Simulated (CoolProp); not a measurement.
Propylene glycol at 533.33 K and 0.377 MPa is compressed adiabatically to 2.48 MPa with isentropic efficiency 0.85. Each further row changes one setting.

Values from CoolProp's reference Helmholtz-energy equation of state, Eisenbach 2021.

```json
[
 {"case": "as stated", "work (kJ/kg)": "119", "final temperature (K)": "603.6", "final phase": "two-phase, vapour fraction 0.932", "final density (kg/m³)": "[?]"},
 {"case": "efficiency 1", "work (kJ/kg)": "[?]", "final temperature (K)": "603.6", "final phase": "[?]", "final density (kg/m³)": "[?]"},
 {"case": "efficiency 0.65", "work (kJ/kg)": "[?]", "final temperature (K)": "[?]", "final phase": "[?]", "final density (kg/m³)": "[?]"}
]
```

What belongs in the gaps?


- as stated, final density (kg/m³): 51.0
- efficiency 1, work (kJ/kg): 101
- efficiency 1, final phase: two-phase, vapour fraction 0.896
- efficiency 1, final density (kg/m³): 52.9
- efficiency 0.65, work (kJ/kg): 155
- efficiency 0.65, final temperature (K): 604.7
- efficiency 0.65, final phase: gas
- efficiency 0.65, final density (kg/m³): 47.6
